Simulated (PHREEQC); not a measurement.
## Spent oxide etchant (model solution)

Make-up at 25 °C: 0.22 mol/kgw HF, 0.0082 mol/kgw H2SiF6, 0.0086 mol/kgw H3BO3 and 0.0026 mol/kgw H2SO4. Closed to the air; pH follows from the charge balance.

All values are PHREEQC results (ion-association model, phreeqc.dat), not measurements.

Each row changes one thing in this solution. Precipitation was switched off in this run.

```json
[
 {"case": "as made", "pH": "1.51", "ionic strength (mol/kgw)": "0.0454", "HF (mol/kgw)": "0.175", "F- (mol/kgw)": "0.00463", "HF2- (mol/kgw)": "0.00310", "HSO4- (mol/kgw)": "0.00165"},
 {"case": "H2SO4 from 0.0026 to 0.00026 mol/kgw", "pH": "1.54", "ionic strength (mol/kgw)": "0.0419", "HF (mol/kgw)": "0.174", "F- (mol/kgw)": "0.00493", "HF2- (mol/kgw)": "0.00329", "HSO4- (mol/kgw)": "[?]"},
 {"case": "HF from 0.22 to 0.022 mol/kgw", "pH": "1.68", "ionic strength (mol/kgw)": "0.0330", "HF (mol/kgw)": "[?]", "F- (mol/kgw)": "0.000194", "HF2- (mol/kgw)": "3.80e-6", "HSO4- (mol/kgw)": "0.00145"},
 {"case": "diluted 10-fold with water", "pH": "[?]", "ionic strength (mol/kgw)": "0.00642", "HF (mol/kgw)": "0.0160", "F- (mol/kgw)": "0.00232", "HF2- (mol/kgw)": "0.000142", "HSO4- (mol/kgw)": "7.16e-5"},
 {"case": "temperature from 25 to 20 °C", "pH": "1.50", "ionic strength (mol/kgw)": "0.0460", "HF (mol/kgw)": "0.174", "F- (mol/kgw)": "0.00497", "HF2- (mol/kgw)": "0.00319", "HSO4- (mol/kgw)": "0.00159"},
 {"case": "diluted 2-fold with water", "pH": "1.76", "ionic strength (mol/kgw)": "0.0243", "HF (mol/kgw)": "[?]", "F- (mol/kgw)": "0.00391", "HF2- (mol/kgw)": "0.00129", "HSO4- (mol/kgw)": "0.000678"},
 {"case": "H2SiF6 left out", "pH": "1.69", "ionic strength (mol/kgw)": "0.0243", "HF (mol/kgw)": "0.171", "F- (mol/kgw)": "[?]", "HF2- (mol/kgw)": "0.00428", "HSO4- (mol/kgw)": "0.00146"}
]
```

Task: Complete the blanks.

Result: 
- H2SO4 from 0.0026 to 0.00026 mol/kgw, HSO4- (mol/kgw): 0.000161
- HF from 0.22 to 0.022 mol/kgw, HF (mol/kgw): 0.00512
- diluted 10-fold with water, pH: 2.30
- diluted 2-fold with water, HF (mol/kgw): 0.0863
- H2SiF6 left out, F- (mol/kgw): 0.00654

Some of these states are supersaturated (in Quartz (slow to form), Chalcedony (slow to form), for instance). SiF6-2 is the database's only silicon fluoride. Real BF4- forms and hydrolyses slowly; the run takes it at equilibrium.
